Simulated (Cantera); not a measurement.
## Equilibrium for iron carbonyl, mercury and lead vapours: Hg + O2 + H2

Input: 1 mol Hg, 0.044 mol O2, 3.9 mol H2, held at 1200 °C and 0.230 bar.

Method: chemical equilibrium by Gibbs-energy minimisation in Cantera with the NASA 1993 tables (ideal gas, pure condensed phases). Candidate condensed phases: H2O, Hg, HgO; 10 gas species. The numbers say what is thermodynamically allowed, not how fast it happens.

* **x(H2)**: 0.778
* **x(Hg)**: 0.204
* **x(H2O)**: 0.0180
* **x(H)**: 2.33e-5
* **gas amount**: 4.900 mol
* **log10 activity of Hg(l) (absent)**: -4.04
